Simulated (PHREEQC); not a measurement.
A PHREEQC input (ion-association model, phreeqc.dat):

```
SOLUTION 1
  temp 293.15
  units mg/L
  pH 7.06
  pe 12
  Na 6.61
  K 0.138
  Ca 9.72
  Mg 5.3
  Cl 1.57
  S(6) 48.9 as SO4
  Alkalinity 9.8 as HCO3
  B 0.00244
  F 0.162
END
USE solution 1
EQUILIBRIUM_PHASES 1
  Quartz 0 0.5
  CO2(g) -2 10
END
```

It stops with these messages:

```
WARNING: Maximum iterations exceeded, 100
WARNING: Maximum iterations exceeded, 100
WARNING: The program has failed to converge to a numerical solution.
ERROR:           Alkalinity has not converged. Total: 1.606187e-04	Calculated: -5.447642e-06	Residual: 1.660663e-04
ERROR: Is non-carbonate alkalinity greater than total alkalinity?
ERROR:                    B has not converged. Total: 2.257355e-07	Calculated: 4.534390e-10	Residual: 2.252820e-07
ERROR:                   Ca has not converged. Total: 2.425349e-04	Calculated: 1.882028e-04	Residual: 5.433206e-05
ERROR:                   Cl has not converged. Total: 4.428762e-05	Calculated: 4.689721e-05	Residual: -2.609585e-06
ERROR:                    F has not converged. Total: 8.527735e-06	Calculated: 1.605331e-07	Residual: 8.367202e-06
ERROR:                    K has not converged. Total: 3.529521e-06	Calculated: 3.763608e-06	Residual: -2.340870e-07
ERROR:                   Mg has not converged. Total: 2.180173e-04	Calculated: 1.981762e-05	Residual: 1.981996e-04
ERROR:                   Na has not converged. Total: 2.875424e-04	Calculated: 1.605842e-04	Residual: 1.269583e-04
ERROR:                 S(6) has not converged. Total: 5.090775e-04	Calculated: 2.943709e-04	Residual: 2.147066e-04
ERROR:               A(H2O) Activity of water has not converged. 	Residual: 1.600001e+01
ERROR: Model failed to converge for initial solution  1.
```

**Question.** Find the cause and the fix.

**Answer.** The fault: the temperature typed in kelvin. The line should read `temp 20` where the input has `temp 293.15`. With the mend the run ends at pH 5.97 and ionic strength 0.00208 mol/kgw.
